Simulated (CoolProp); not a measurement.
Vapour-liquid equilibrium of carbon dioxide (1) + carbonyl sulfide (2) at 271.2 K; x and y are mole fractions of (1).

The numbers come from the multi-fluid Helmholtz-energy mixture model, Span 1996 and Lemmon 2006; pair parameters Bell 2016 in CoolProp.

Problem. Give the bubble pressure and the first vapour's composition at x = 0.35, 0.65, 0.95. Is there an azeotrope?

Solution. x = 0.35: 18.12 bar, y = 0.713; x = 0.65: 25.04 bar, y = 0.849; x = 0.95: 31.86 bar, y = 0.975. No azeotrope shows between x = 0.05 and 0.95.

Pair parameters are fitted to limited data, so mixtures are less certain than the pure fluids.
